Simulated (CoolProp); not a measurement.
Values from CoolProp's reference Helmholtz-energy equation of state, Thol 2015.

Question: For octamethylcyclotetrasiloxane (D4), give the phase and the Z, cp (kJ/(kg K)) at 326.5 K and 340 kPa; 340.5 K and 114 kPa.

Answer: 
- 326.5 K and 340 kPa: liquid; Z 0.0404, cp 1.72
- 340.5 K and 114 kPa: liquid; Z 0.0132, cp 1.75
